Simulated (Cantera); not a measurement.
Feed: 1 mol PbO, a varied amount of H₂, at 0.00133 bar.

These are equilibrium values from Cantera (NASA tables, ideal gas, pure condensed phases), not measurements of a reactor. Candidate condensed phases: H₂O, Pb, PbO, PbO₂, Pb₃O₄; 12 gas species. Each liquid is taken as pure. Mutual solubility and eutectic melting of coexisting phases are not modelled. Kinetics and transport are ignored.

Stable condensed phases, one row left out:

```
T in °C \ n(H₂) in mol
         0.24 0.32  0.4 0.48 0.56 0.64 0.72  0.8 0.88 0.96    1
   1200     A    A    A    A    A    A    A    A    A    A    A
   1100     A    A    A    A    A    A    A    A    A    A    A
    900     B    B    B    B    B    B    B    B    B    C    C
    800     B    B    B    B    B    B    B    B    B    B    C
    700     B    B    B    B    B    B    B    B    B    B    C
    600     B    B    B    B    B    B    B    B    B    B    C
    500     B    B    B    B    B    B    B    B    B    B    C
    400     B    B    B    B    B    B    B    B    B    B    C
    300     B    B    B    B    B    B    B    B    B    B    C
```

A: gas only; B: Pb + PbO; C: Pb.

### Question
Give the row for 1000 °C.

### Answer
0.24: PbO; 0.32: PbO; 0.4: PbO; 0.48: PbO; 0.56: PbO; 0.64: PbO; 0.72: gas only; 0.8: gas only; 0.88: gas only; 0.96: gas only; 1: gas only.
